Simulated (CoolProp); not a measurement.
The fluid at 293.15 K and 0.144 MPa is compressed adiabatically to 0.801 MPa with isentropic efficiency 0.85. The same conditions are run with several fluids, on thermodynamics alone (safety and materials aside).

Model: reference Helmholtz-energy equation of state of each fluid (n-perfluorobutane: Gao 2022; R115: Lemmon 2016; isobutane: Bücker 2006; propane: Lemmon 2009; R507A: Lemmon 2003), in CoolProp. Blends and air are pseudo-pure fits.

| fluid | work (kJ/kg) | final temperature (K) | final phase | final density (kg/m³) |
|---|---|---|---|---|
| n-perfluorobutane | ___ | ___ | two-phase, vapour fraction 0.807 | ___ |
| R115 | 32.1 | 343.0 | gas | 48.2 |
| isobutane | 84.1 | 350.2 | gas | 18.6 |
| propane | ___ | ___ | gas | ___ |
| R507A | 51.8 | ___ | gas | ___ |

Task: Some entries are withheld; supply them.

Result: 
- n-perfluorobutane, work (kJ/kg): 18.2
- n-perfluorobutane, final temperature (K): 337.5
- n-perfluorobutane, final density (kg/m³): 107
- propane, work (kJ/kg): 118
- propane, final temperature (K): 364.7
- propane, final density (kg/m³): 12.5
- R507A, final temperature (K): 356.4
- R507A, final density (kg/m³): 28.8
